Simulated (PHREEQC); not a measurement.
Dissolve 140 mmol/kgw HCl and 5.1 mmol/kgw ZnSO4 at 25 °C. Closed to the air; pH follows from the charge balance.

Equilibrium calculation in PHREEQC: ion-association model, phreeqc.dat.

No solid was allowed to form.

### Question
Order these S species by the share of S that they hold, largest first: SO4-2, HSO4-, ZnSO4.

### Answer
HSO4- (80 %), SO4-2 (18 %), ZnSO4 (1.9 %)

### Question
Order these Zn species by the share of Zn that they hold, largest first: ZnCl+, ZnSO4, ZnCl2, ZnCl3-, Zn+2.

### Answer
Zn+2 (87 %), ZnCl+ (11 %), ZnSO4 (1.9 %), ZnCl2 (0.82 %), ZnCl3- (0.13 %)

The pH is 0.96 and the ionic strength 0.151 mol/kgw.
